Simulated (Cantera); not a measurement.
Stirred combustor or abatement burner

A perfectly stirred reactor is fed with CH₃OH : O₂ : N₂ : H₂O : H₂ = 1 : 2.59 : 9.72 : 1.1 : 0.039 (molar parts), equivalence ratio 0.59, at 0.220 bar; it is adiabatic with a 575 K inlet, and is followed from long to short residence time, starting on the burning branch (τ in s: 0.15, 0.05, 0.016, 0.0053, 0.0017, 0.00056, 0.00018, 5.9e-05, 1.9e-05, 6.3e-06).

Detailed kinetics in Cantera: GRI-Mech 3.0 (53 species, 325 reactions). GRI-Mech 3.0 was tuned for natural gas; its chemistry of methanol as a main component is partial and can be far from experiment.

```json
[
 {"τ (s)": "0.15", "T (K)": "1777", "x CH₃OH": "3.76e-6", "x O₂": "0.0715", "x H₂O": "0.207", "x CH₃": "4.18e-8", "x CO₂": "0.0657", "x C₂H₆": "<1e-12"},
 {"τ (s)": "0.050", "T (K)": "1756", "x CH₃OH": "7.56e-6", "x O₂": "0.0718", "x H₂O": "0.206", "x CH₃": "1.27e-7", "x CO₂": "0.0646", "x C₂H₆": "<1e-12"},
 {"τ (s)": "0.016", "T (K)": "1722", "x CH₃OH": "1.61e-5", "x O₂": "0.0725", "x H₂O": "0.203", "x CH₃": "4.46e-7", "x CO₂": "0.0627", "x C₂H₆": "<1e-12"},
 {"τ (s)": "0.0053", "T (K)": "1675", "x CH₃OH": "3.64e-5", "x O₂": "0.0739", "x H₂O": "0.200", "x CH₃": "1.52e-6", "x CO₂": "0.0598", "x C₂H₆": "7.97e-12"},
 {"τ (s)": "0.0017", "T (K)": "1615", "x CH₃OH": "0.000104", "x O₂": "0.0771", "x H₂O": "0.197", "x CH₃": "5.31e-6", "x CO₂": "0.0540", "x C₂H₆": "1.19e-10"},
 {"τ (s)": "0.00056", "T (K)": "575", "x CH₃OH": "0.0692", "x O₂": "0.179", "x H₂O": "0.0761", "x CH₃": "<1e-12", "x CO₂": "<1e-12", "x C₂H₆": "<1e-12"},
 {"τ (s)": "0.00018", "T (K)": "575", "x CH₃OH": "0.0692", "x O₂": "0.179", "x H₂O": "0.0761", "x CH₃": "<1e-12", "x CO₂": "<1e-12", "x C₂H₆": "<1e-12"},
 {"τ (s)": "5.9e-5", "T (K)": "575", "x CH₃OH": "0.0692", "x O₂": "0.179", "x H₂O": "0.0761", "x CH₃": "<1e-12", "x CO₂": "<1e-12", "x C₂H₆": "<1e-12"},
 {"τ (s)": "1.9e-5", "T (K)": "575", "x CH₃OH": "0.0692", "x O₂": "0.179", "x H₂O": "0.0761", "x CH₃": "<1e-12", "x CO₂": "<1e-12", "x C₂H₆": "<1e-12"},
 {"τ (s)": "6.3e-6", "T (K)": "575", "x CH₃OH": "0.0692", "x O₂": "0.179", "x H₂O": "0.0761", "x CH₃": "<1e-12", "x CO₂": "<1e-12", "x C₂H₆": "<1e-12"}
]
```
x: mole fraction; the columns are a selection and need not sum to one.
